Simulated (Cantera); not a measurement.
An adiabatic, constant-volume homogeneous reactor starts with CH4 : O2 : N2 = 1 : 0.8 : 3.01 (molar parts), equivalence ratio 2.5, at 1450 K and 1.28 atm.

Cantera simulation using GRI-Mech 3.0 (53 species, 325 reactions); the numbers are that mechanism's predictions, not measurements.

x: mole fraction; the columns are a selection and need not sum to one.

```csv
t (s),T (K),P (bar),x CH4,x O2,x C2H4,x CH2O,x N2O,x CH3,x NO
7.00e-6,1450,1.30,0.208,0.166,9.44e-12,___,<1e-12,1.28e-6,<1e-12
1.62e-5,1450,1.30,0.208,0.166,1.65e-10,___,3.32e-12,3.24e-6,<1e-12
3.74e-5,1450,1.30,0.208,0.166,3.06e-9,___,1.54e-11,9.06e-6,<1e-12
8.64e-5,1450,1.30,0.208,0.166,6.71e-8,___,6.30e-11,2.80e-5,<1e-12
0.000200,1450,1.30,0.208,0.166,1.37e-6,___,1.93e-10,7.61e-5,<1e-12
0.000461,1452,1.30,0.207,0.166,1.42e-5,___,5.47e-10,0.000128,<1e-12
0.00107,1460,1.31,0.205,0.165,0.000104,___,2.27e-9,0.000200,<1e-12
0.00246,2507,2.76,0.00148,1.89e-6,1.30e-5,___,1.84e-8,0.000746,8.35e-5
0.00569,2492,2.80,6.62e-10,1.65e-6,<1e-12,4.18e-8,7.53e-9,3.54e-10,0.000125
0.0131,2492,2.80,6.15e-10,1.66e-6,<1e-12,4.18e-8,4.02e-9,3.30e-10,5.86e-5
0.0304,2492,2.80,6.12e-10,1.67e-6,<1e-12,4.18e-8,3.77e-9,3.28e-10,5.11e-5
0.0702,2492,2.80,6.12e-10,1.67e-6,<1e-12,4.18e-8,3.77e-9,3.28e-10,5.10e-5
0.162,2492,2.80,6.12e-10,1.67e-6,<1e-12,4.18e-8,3.77e-9,3.28e-10,5.10e-5
0.375,2492,2.80,6.12e-10,1.67e-6,<1e-12,4.18e-8,3.77e-9,3.28e-10,5.10e-5
0.866,2492,2.80,6.12e-10,1.67e-6,<1e-12,4.18e-8,3.77e-9,3.28e-10,5.10e-5
2.00,2492,2.80,6.12e-10,1.67e-6,<1e-12,4.18e-8,3.77e-9,3.28e-10,5.10e-5
```

Some entries are withheld; supply them.


- 7.00e-6, x CH2O: 2.30e-8
- 1.62e-5, x CH2O: 1.37e-7
- 3.74e-5, x CH2O: 9.04e-7
- 8.64e-5, x CH2O: 6.75e-6
- 0.000200, x CH2O: 4.69e-5
- 0.000461, x CH2O: 0.000227
- 0.00107, x CH2O: 0.000858
- 0.00246, x CH2O: 9.66e-6
